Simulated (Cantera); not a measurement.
**Pyrogenic steam for wet oxidation**

A perfectly stirred reactor is fed with H2 : O2 : N2 = 1.4 : 1 : 0.81 (molar parts), at 13300 Pa; it is held at 975 K, and followed from long to short residence time.

Computed with Cantera and the H2/O2 subset of GRI-Mech 3.0, which has no nitrogen chemistry. Radical loss at walls, strong at low pressure, is not modelled. The temperature is held fixed by assumption; the heat of reaction is taken as removed at once.

```
τ (s)       x H2   x O2      x OH    x HO2       x O       x H  x H2O
-------  -------  -----  --------  -------  --------  --------  -----
0.32     0.00999  0.124   9.12e-5  5.30e-5   7.25e-5   7.24e-5  0.545
0.12      0.0147  0.126  0.000162  5.91e-5  0.000144  0.000189  0.539
0.045     0.0224  0.129  0.000278  6.50e-5  0.000275  0.000489  0.528
0.017     0.0343  0.134  0.000462  7.03e-5  0.000501   0.00123  0.512
0.0063    0.0533  0.143  0.000756  7.50e-5  0.000897   0.00306  0.486
0.0024    0.0813  0.155   0.00118  7.86e-5   0.00155   0.00713  0.446
0.00088    0.124  0.175   0.00179  8.00e-5   0.00265    0.0160  0.382
0.00033    0.183  0.202   0.00245  7.67e-5   0.00424    0.0314  0.292
0.00012    0.266  0.240   0.00269  6.42e-5   0.00568    0.0473  0.171
```
x: mole fraction; the columns are a selection and need not sum to one.
